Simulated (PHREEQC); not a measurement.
Acid rinse or clean: an equilibrium model

Make-up at 20 °C: 2.7 mmol/kgw H2SO4, 1.5 mmol/kgw AlCl3 and 0.47 mmol/kgw KCl. It is in equilibrium with CO2 at log p = -3.5 (atm). Otherwise closed; pH follows from the charge balance.

Equilibrium calculation in PHREEQC: ion-association model, phreeqc.dat.

Each row changes one thing in this solution. Precipitation was switched off in this run.

```csv
case,pH,ionic strength (mol/kgw),SO4-2 (mol/kgw),AlSO4+ (mol/kgw),Al+3 (mol/kgw),HSO4- (mol/kgw),SI of Gibbsite (Al(OH)3),SI of Sylvite (KCl)
as made,2.34,0.0116,0.00141,0.000831,0.000644,0.000407,-4.93,-6.60
H2SO4 from 0.0027 to 0.00054 mol/kgw,3.01,0.00932,0.000236,0.000286,0.00121,1.51e-5,-2.63,-6.59
temperature from 20 to 40 °C,2.36,0.0111,0.00124,0.000867,0.000607,0.000544,-3.84,-6.70
KCl from 0.00047 to 0.000423 mol/kgw,2.34,0.0115,0.00141,0.000832,0.000643,0.000407,-4.93,-6.65
H2SO4 from 0.0027 to 0.027 mol/kgw,1.49,0.0512,0.00984,(withheld),0.000272,0.0158,-8.12,-6.70
KCl from 0.00047 to 0.000705 mol/kgw,2.34,0.0118,0.00141,0.000828,(withheld),0.000407,-4.93,-6.41
temperature from 20 to 15 °C,2.34,0.0117,(withheld),0.000818,(withheld),0.000381,-5.22,-6.58
diluted 100-fold with water,4.26,0.000167,2.61e-5,8.12e-7,1.25e-5,(withheld),-0.57,-10.52
```

Some entries are withheld; supply them.


- H2SO4 from 0.0027 to 0.027 mol/kgw, AlSO4+ (mol/kgw): 0.00107
- KCl from 0.00047 to 0.000705 mol/kgw, Al+3 (mol/kgw): 0.000647
- temperature from 20 to 15 °C, SO4-2 (mol/kgw): 0.00145
- temperature from 20 to 15 °C, Al+3 (mol/kgw): 0.000658
- diluted 100-fold with water, HSO4- (mol/kgw): 1.20e-7

At this temperature some constants are extrapolated from 25 °C, and those without enthalpy data are left unchanged.
